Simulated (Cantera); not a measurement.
A closed system holds: 1 mol SiO₂, 2 mol Cl₂, 3.8 mol N₂, 0.083 mol O₂, held at 100 Torr.

Equilibrium computed with Cantera from the NASA thermochemical tables; the gas is ideal and each condensed phase is pure. Candidate condensed phases: Si, SiO₂, Si₂N₂O, Si₃N₄; 23 gas species. The tables hold silica as quartz up to 1696 K and as liquid above; real silica turns to tridymite and cristobalite and melts near 1996 K. The numbers say what is thermodynamically allowed, not how fast it happens.

Problem. Which condensed phases are stable at each of these points (T (K)): 825, 925, 1025, 1125, 1225, 1325, 1425?

Solution. 
| T (K) | condensed phases | Si condensed (%) |
|---|---|---|
| 825 | SiO₂(α-quartz) | 100.0 |
| 925 | SiO₂(β-quartz) | 100.0 |
| 1025 | SiO₂(β-quartz) | 100.0 |
| 1125 | SiO₂(β-quartz) | 100.0 |
| 1225 | SiO₂(β-quartz) | 100.0 |
| 1325 | SiO₂(β-quartz) | 100.0 |
| 1425 | SiO₂(β-quartz) | 100.0 |

At 825 K the condensed part is SiO₂(α-quartz). From 925 K to 1425 K the condensed part is SiO₂(β-quartz).
